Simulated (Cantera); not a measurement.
A diamond (100) surface in a fixed gas of H2 with x(CH4) = 0.028, x(H) = 0.0093, at 925 K, 0.280 bar; coverages are run to steady state.

Model: the Harris–Goodwin 1993 mechanism for the reconstructed diamond (100) surface, integrated in Cantera.

θ: site fractions in the mechanism's names (c6HH fully hydrogenated, c6H* and c6*H radical sites, c6** diradical, c6HM methylated).

| x(CH3) | growth (µm/h) | θ c6HH | θ c6H* | θ c6*H | θ c6** | θ c6HM |
|---|---|---|---|---|---|---|
| 1e-06 | … | 0.667 | 0.0127 | 0.314 | 0.00552 | 8.13e-5 |
| 2.3e-06 | … | 0.667 | 0.0127 | 0.314 | 0.00552 | 0.000187 |
| 5.1e-06 | … | 0.667 | 0.0127 | 0.314 | 0.00552 | 0.000415 |
| 1.1e-05 | … | 0.667 | 0.0127 | 0.314 | 0.00551 | 0.000894 |
| 2.6e-05 | … | 0.666 | 0.0127 | 0.313 | 0.00550 | 0.00211 |
| 5.8e-05 | … | 0.664 | 0.0127 | 0.312 | 0.00548 | 0.00469 |
| 0.00013 | … | 0.659 | 0.0126 | 0.310 | 0.00543 | 0.0104 |
| 0.0003 | … | 0.648 | 0.0123 | 0.305 | 0.00531 | 0.0236 |
| 0.00067 | … | 0.625 | 0.0119 | 0.294 | 0.00507 | 0.0507 |

Task: What belongs in the gaps?

Result: 
- 1e-06, growth (µm/h): 0.102
- 2.3e-06, growth (µm/h): 0.235
- 5.1e-06, growth (µm/h): 0.520
- 1.1e-05, growth (µm/h): 1.12
- 2.6e-05, growth (µm/h): 2.64
- 5.8e-05, growth (µm/h): 5.88
- 0.00013, growth (µm/h): 13.1
- 0.0003, growth (µm/h): 29.6
- 0.00067, growth (µm/h): 63.5
